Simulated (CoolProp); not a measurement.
A Linde-Hampson liquefier for CF4 (R14): isothermal reversible compression at 290 K from 1 atm to 15 MPa, throttling to 1 atm, return gas leaving the recuperator 0 K below the feed. Each further row changes one setting.

Model: reference Helmholtz-energy equation of state, Platzer 1990, in CoolProp. This equation is an older, rougher fit; its heat capacities, sound speeds and derivatives of the liquid may be far off and weren't checked against measurements.

```json
[
 {"case": "as stated", "liquid yield per pass": "?", "compression work (kJ/kg of gas)": "122"},
 {"case": "high pressure 30 MPa", "liquid yield per pass": "0.318", "compression work (kJ/kg of gas)": "138"},
 {"case": "warm-end temperature 320 K", "liquid yield per pass": "?", "compression work (kJ/kg of gas)": "?"},
 {"case": "warm-end gap 5 K", "liquid yield per pass": "0.264", "compression work (kJ/kg of gas)": "122"}
]
```

Question: Complete the blanks.

Answer: 
- as stated, liquid yield per pass: 0.275
- warm-end temperature 320 K, liquid yield per pass: 0.197
- warm-end temperature 320 K, compression work (kJ/kg of gas): 141
